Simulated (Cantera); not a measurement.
Input: 1 mol FeS₂, 0.61 mol H₂S, 2.6 mol N₂, equilibrated at 1500 K and 13.0 mbar.

Method: chemical equilibrium by Gibbs-energy minimisation in Cantera with the NASA 1993 tables (ideal gas, pure condensed phases). Candidate condensed phases: Fe, FeS, FeS₂, S; 16 gas species. FeS: taken at fixed stoichiometry. Rates play no part.

Base state: N₂ 0.655, S₂ 0.190, H₂ 0.129, H₂S 0.0233, SH 0.00254, S 0.000156, H 5.55e-5 (mole fractions); condensed: FeS(l).

Task: What changes in the equilibrium state with this change: H₂S from 0.61 to 0.12 mol?

Result: 
| species | before | after |
|---|---|---|
| N₂ | 0.655 | 0.795 |
| S₂ | 0.190 | 0.168 |
| H₂ | 0.129 | 0.0308 |
| H₂S | 0.0233 | 0.00524 |
| SH | 0.00254 | 0.00117 |
| H | 5.55e-5 | 2.71e-5 |
| S | 0.000156 | 0.000146 |
| FeS(l), mol | 1.000 | 1.000 |

Task: What changes in the equilibrium state with this change: temperature from 1500 K to 1748.15 K?

Result: 
```json
[
 {"species": "N₂", "before": "0.655", "after": "0.649"},
 {"species": "S₂", "before": "0.190", "after": "0.193"},
 {"species": "H₂", "before": "0.129", "after": "0.140"},
 {"species": "H₂S", "before": "0.0233", "after": "0.00906"},
 {"species": "Fe", "before": "9.51e-7", "after": "0.000343"},
 {"species": "H", "before": "5.55e-5", "after": "0.000750"},
 {"species": "S", "before": "0.000156", "after": "0.00186"},
 {"species": "SH", "before": "0.00254", "after": "0.00618"},
 {"species": "FeS(l), mol", "before": "1.000", "after": "0.999"}
]
```
